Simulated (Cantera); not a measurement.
Cantera run:

```python
import numpy as np
import cantera as ct

gas_names = """
    B BH BH2 BH3 BN BO BO2 B2 B2O B2O2 B2O3 B3O3H3 H HBO HBO2 HNO HNO2 HNO3 HO2 H2 H2O H2O2 H3B3O6 N NH
    NH2 NH3 NH2OH NO NO2 NO3 N2 N2H2 N2H4 N2O O OH O2 O3
""".split()
cond_names = """
    B(b) B(L) BN(s) B2O3(L) B3O3H3(cr) H2O(s) H2O(L)
""".split()


# ... load() reads the species with a 1 bar reference pressure and builds the phases ...
atoms = {
    'B': {'B': 1},
    'H2O': {'H': 2, 'O': 1},
    'N2': {'N': 2},
}
top_T = {'BN(s)': 3200}  # K; cautious upper limits of use, not melting points


# ... equilibrate(T, P, feed) seeds the gas with the atoms and calls Mixture.equilibrate('TP', solver="vcs", rtol=1e-11, max_steps=5000) ...
results = []
T = 1348  # K
P = 100000  # Pa
for m in [0.45, 0.68, 1, 1.6, 2.4, 3.6, 5.5, 8.4]:
    feed = {'B': 1, 'H2O': 0.62, 'N2': m}  # mol
    mix = equilibrate(T, P, feed)
    results.append((T, P, feed, dict(zip(mix.species_names, mix.species_moles))))
    x = sorted(zip(gas.X, gas.species_names), reverse=True)
    print(f"T = {T:g} K  P = {P:g} Pa  n(N2) = {m:g} mol  gas = {mix.phase_moles(0):.4g} mol")
    print("   x: " + "  ".join(f"{s} {v:.3e}" for v, s in x if v > 1e-05))
    print("   condensed (mol): " + ("  ".join(f"{mix.phase(i).name} {mix.phase_moles(i):.4g}"
          for i in range(1, mix.n_phases) if mix.phase_moles(i) > 1e-12) or "none"))
```

Output:

```
T = 1348 K  P = 100000 Pa  n(N2) = 0.45 mol  gas = 0.7757 mol
   x: H2 7.951e-01  N2 2.006e-01  H2O 3.878e-03  HBO2 3.339e-04  NH3 3.273e-05  HBO 1.306e-05
   condensed (mol): BN(s) 0.5888  B2O3(L) 0.2055
T = 1348 K  P = 100000 Pa  n(N2) = 0.68 mol  gas = 1.006 mol
   x: H2 6.127e-01  N2 3.832e-01  H2O 3.708e-03  HBO2 3.265e-04  NH3 3.060e-05  HBO 1.030e-05
   condensed (mol): BN(s) 0.5893  B2O3(L) 0.2052
T = 1348 K  P = 100000 Pa  n(N2) = 1 mol  gas = 1.325 mol
   x: N2 5.321e-01  H2 4.645e-01  H2O 3.136e-03  HBO2 3.003e-04  NH3 2.380e-05
   condensed (mol): BN(s) 0.5896  B2O3(L) 0.205
T = 1348 K  P = 100000 Pa  n(N2) = 1.6 mol  gas = 1.925 mol
   x: N2 6.778e-01  H2 3.195e-01  H2O 2.339e-03  HBO2 2.593e-04  NH3 1.533e-05
   condensed (mol): BN(s) 0.5898  B2O3(L) 0.2048
T = 1348 K  P = 100000 Pa  n(N2) = 2.4 mol  gas = 2.725 mol
   x: N2 7.724e-01  H2 2.256e-01  H2O 1.725e-03  HBO2 2.227e-04
   condensed (mol): BN(s) 0.59  B2O3(L) 0.2047
T = 1348 K  P = 100000 Pa  n(N2) = 3.6 mol  gas = 3.925 mol
   x: N2 8.420e-01  H2 1.566e-01  H2O 1.232e-03  HBO2 1.882e-04
   condensed (mol): BN(s) 0.5901  B2O3(L) 0.2046
T = 1348 K  P = 100000 Pa  n(N2) = 5.5 mol  gas = 5.825 mol
   x: N2 8.935e-01  H2 1.055e-01  H2O 8.466e-04  HBO2 1.560e-04
   condensed (mol): BN(s) 0.5903  B2O3(L) 0.2044
T = 1348 K  P = 100000 Pa  n(N2) = 8.4 mol  gas = 8.725 mol
   x: N2 9.289e-01  H2 7.042e-02  H2O 5.724e-04  HBO2 1.283e-04
   condensed (mol): BN(s) 0.5904  B2O3(L) 0.2042
```

Cantera equilibrium calculation (NASA polynomials, part measured and part estimated; ideal gas, pure solids and liquids). N2 is the only nitrogen source here; it is nearly inert below about 1500 K, so the nitride shown seldom forms there in practice. Mutual solubility and eutectic melting of coexisting phases are not modelled. Gases not in the tables: H3BO3.
